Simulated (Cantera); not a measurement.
Input (Python, Cantera) and output of one run.

```python
import numpy as np
import cantera as ct

gas_names = """
    O3 NO TaO2 N
""".split()
cond_names = """
    Ta2O5(s) Ta2O5(L) Ta(cr) Ta(L)
""".split()


# ... load() reads the species with a 1 bar reference pressure and builds the phases ...
species = {s.name: s for s in load("nasa_gas.yaml", gas_names) + load("nasa_condensed.yaml", cond_names)}
# Each term lists the table entries of one substance; the one whose range holds T is used.
reactions = {
    '3 Ta2O5 = 6 Ta + 5 O3(g)':
        [(-3, ['Ta2O5(s)', 'Ta2O5(L)']), (6, ['Ta(cr)', 'Ta(L)']), (5, ['O3'])],
    '2 NO(g) + Ta = TaO2(g) + 2 N(g)':
        [(-2, ['NO']), (-1, ['Ta(cr)', 'Ta(L)']), (1, ['TaO2']), (2, ['N'])],
}


def pick(names, T):
    return next(species[n] for n in names if species[n].thermo.min_temp <= T <= species[n].thermo.max_temp)


results = []
for label, terms in reactions.items():
    print(label)
    print("     T/K   dH/kJ  dS/(J/K)   dG/kJ   log10 K")
    for T in [1200, 1225, 1250, 1275, 1300, 1325, 1350, 1375, 1400, 1425]:
        used = [(nu, pick(names, T)) for nu, names in terms]
        dH = sum(nu * s.thermo.h(T) for nu, s in used) / 1e6
        dS = sum(nu * s.thermo.s(T) for nu, s in used) / 1e3
        dG = dH - T * dS / 1e3
        logK = -dG * 1e6 / (ct.gas_constant * T * np.log(10))
        results.append((label, T, dH, dS, dG, logK, [s.name for _, s in used]))
        print(f"{T:8g} {dH:8.1f} {dS:8.1f} {dG:8.1f} {logK:8.2f}")
```

It prints:

```
3 Ta2O5 = 6 Ta + 5 O3(g)
     T/K   dH/kJ  dS/(J/K)   dG/kJ   log10 K
    1200   6767.8    900.3   5687.4  -247.56
    1225   6765.0    898.0   5664.9  -241.55
    1250   6762.2    895.8   5642.5  -235.78
    1275   6759.4    893.5   5620.2  -230.24
    1300   6756.6    891.4   5597.8  -224.92
    1325   6753.8    889.2   5575.6  -219.80
    1350   6751.0    887.1   5553.4  -214.87
    1375   6748.2    885.1   5531.2  -210.12
    1400   6745.4    883.1   5509.1  -205.54
    1425   6742.7    881.1   5487.1  -201.13
2 NO(g) + Ta = TaO2(g) + 2 N(g)
     T/K   dH/kJ  dS/(J/K)   dG/kJ   log10 K
    1200    564.5    128.1    410.8   -17.88
    1225    564.4    128.1    407.6   -17.38
    1250    564.4    128.1    404.4   -16.90
    1275    564.4    128.0    401.2   -16.44
    1300    564.4    128.0    398.0   -15.99
    1325    564.4    128.0    394.8   -15.56
    1350    564.4    128.0    391.6   -15.15
    1375    564.3    128.0    388.4   -14.75
    1400    564.3    127.9    385.2   -14.37
    1425    564.2    127.9    382.0   -14.00
```

Cantera with NASA thermochemical tables; ideal gases at 1 bar, condensed phases pure. Condensed species are held in their standard states even where they would react or evaporate.
